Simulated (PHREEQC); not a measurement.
**Buffer (model solution)**

Consider water at 25 °C with 0.046 mol/kgw KHCO3, 6.5e-05 mol/kgw NH3 and 0.0011 mol/kgw KCl. Closed to the air; pH follows from the charge balance.

Computed with PHREEQC (ion-association model, wateq4f.dat).

This is a speciation only: nothing precipitates in the calculation.

### Question
Estimate the pH, ionic strength.

### Answer
pH 8.20; ionic strength 0.0477 mol/kgw.

### Question
In which forms is N present?

### Answer
NH4+ 93 %, NH3 6.9 % of the N.
